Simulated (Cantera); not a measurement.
Cantera run, input and output.

```python
import numpy as np
import cantera as ct

gas = ct.Solution("gri30.yaml")
gas.TPX = 1775, 960000, {'CH4': 1, 'O2': 2.9, 'N2': 25.1}
reactor = ct.IdealGasReactor(gas, energy="on", clone=False)
net = ct.ReactorNet([reactor])
net.rtol, net.atol = 1e-08, 1e-16
show = ['CH4', 'O2', 'N2O', 'CO', 'C2H2', 'H2O2', 'NO2']
times = np.geomspace(1e-06, 1, 10)

steps = ct.SolutionArray(gas, extra=["t"])
rows = []
print(f"{'t/s':>10s}{'T/K':>9s}{'P/Pa':>11s}" + "".join(f"{s:>11s}" for s in show))
for t in times:
    while net.time < t:
        t_next = net.step()
        steps.append(gas.state, t=t_next)
    rows.append([np.interp(t, steps.t, y) for y in (steps.T, steps.P, *steps(*show).X.T)])
    print(f"{t:10.3e}{rows[-1][0]:9.1f}{rows[-1][1]:11.4g}" + "".join(f"{x:11.3e}" for x in rows[-1][2:]))
rate = np.gradient(steps.T, steps.t)
print("integrator steps:", len(steps.t))
if steps.T.max() > steps.T[0] + 200:
    print(f"time of steepest temperature rise: {steps.t[rate.argmax()]:.4e} s")
gas.TPX = 1775, 960000, {'CH4': 1, 'O2': 2.9, 'N2': 25.1}
gas.equilibrate("UV")
print(f"equilibrium (UV): T = {gas.T:.1f} K  " + "  ".join(f"{s} {gas[s].X[0]:.3e}" for s in show))
```

Result:

```
       t/s      T/K       P/Pa        CH4         O2        N2O         CO       C2H2       H2O2        NO2
 1.000e-06   1774.9  9.599e+05  3.446e-02  9.999e-02  1.049e-10  1.122e-08  1.393e-12  2.021e-08  1.271e-16
 4.642e-06   1774.6  9.598e+05  3.432e-02  9.994e-02  1.318e-09  1.236e-06  1.592e-09  8.020e-08  1.940e-14
 2.154e-05   1791.2  9.696e+05  3.041e-02  9.757e-02  3.021e-08  7.246e-04  6.305e-06  9.934e-07  1.226e-11
 1.000e-04   2623.4  1.425e+06  1.872e-17  3.083e-02  2.244e-06  3.244e-03  3.279e-21  3.896e-07  7.767e-07
 4.642e-04   2617.1  1.422e+06  1.849e-17  2.956e-02  2.215e-06  3.218e-03  3.076e-21  3.769e-07  3.701e-06
 2.154e-03   2604.4  1.414e+06  1.810e-17  2.704e-02  2.197e-06  3.175e-03  2.709e-21  3.515e-07  9.230e-06
 1.000e-02   2600.6  1.412e+06  1.801e-17  2.630e-02  2.200e-06  3.164e-03  2.612e-21  3.441e-07  1.077e-05
 4.642e-02   2600.6  1.412e+06  1.801e-17  2.630e-02  2.200e-06  3.164e-03  2.612e-21  3.441e-07  1.077e-05
 2.154e-01   2600.6  1.412e+06  1.801e-17  2.630e-02  2.200e-06  3.164e-03  2.612e-21  3.441e-07  1.077e-05
 1.000e+00   2600.6  1.412e+06  1.801e-17  2.630e-02  2.200e-06  3.164e-03  2.612e-21  3.441e-07  1.077e-05
integrator steps: 1661
time of steepest temperature rise: 3.2629e-05 s
equilibrium (UV): T = 2600.6 K  CH4 2.501e-17  O2 2.630e-02  N2O 2.200e-06  CO 3.164e-03  C2H2 2.921e-21  H2O2 3.441e-07  NO2 1.077e-05
```

Cantera simulation using GRI-Mech 3.0 (53 species, 325 reactions); the numbers are that mechanism's predictions, not measurements.
